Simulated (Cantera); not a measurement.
Hydrocarbon pyrolysis for carbon deposition

An isothermal, constant-pressure homogeneous reactor starts with CH4 : H2 : N2 = 1 : 2 : 0.068 (molar parts), at 1775 K and 41000 Pa.

Model: GRI-Mech 3.0 (53 species, 325 reactions), integrated in Cantera. GRI-Mech 3.0 stops at C3 and has no aromatics, soot or wall deposition, so with more carbon than oxygen in the feed, carbon stays in small species such as C2H2 where larger ones or solid carbon would form.

| t (s) | x CH4 | x H2 | x C2H | x C2H6 | x C2H2 | x C2H4 | x CH3 |
|---|---|---|---|---|---|---|---|
| 0.000200 | 0.321 | 0.653 | 1.52e-10 | 0.000250 | 6.27e-5 | 0.000621 | 0.00197 |
| 0.000654 | 0.306 | 0.662 | 8.17e-9 | 0.000402 | 0.00263 | 0.00380 | 0.00240 |
| 0.00214 | 0.262 | 0.691 | 5.95e-8 | 0.000299 | 0.0190 | 0.00446 | 0.00208 |
| 0.00700 | 0.177 | 0.745 | 1.73e-7 | 0.000144 | 0.0530 | 0.00248 | 0.00147 |
| 0.0229 | 0.0846 | 0.805 | 3.12e-7 | 3.62e-5 | 0.0895 | 0.00131 | 0.000753 |
| 0.0749 | 0.0300 | 0.840 | 4.11e-7 | 5.22e-6 | 0.110 | 0.00112 | 0.000287 |
| 0.245 | 0.0111 | 0.853 | 4.52e-7 | 9.50e-7 | 0.118 | 0.00114 | 0.000109 |
| 0.801 | 0.00783 | 0.855 | 4.60e-7 | 6.02e-7 | 0.119 | 0.00115 | 7.78e-5 |
| 2.62 | 0.00778 | 0.855 | 4.60e-7 | 5.98e-7 | 0.119 | 0.00115 | 7.74e-5 |
| 8.57 | 0.00778 | 0.855 | 4.60e-7 | 5.98e-7 | 0.119 | 0.00115 | 7.74e-5 |
| 28.0 | 0.00778 | 0.855 | 4.60e-7 | 5.98e-7 | 0.119 | 0.00115 | 7.74e-5 |
| 91.7 | 0.00778 | 0.855 | 4.60e-7 | 5.98e-7 | 0.119 | 0.00115 | 7.74e-5 |
| 300 | 0.00778 | 0.855 | 4.60e-7 | 5.98e-7 | 0.119 | 0.00115 | 7.74e-5 |
x: mole fraction; the columns are a selection and need not sum to one.

Equilibrium at this temperature and pressure: CH4 0.00749, H2 0.855, C2H 4.26e-7, C2H6 5.54e-7, C2H2 0.110, C2H4 0.00107, CH3 7.45e-5 (gas phase only).
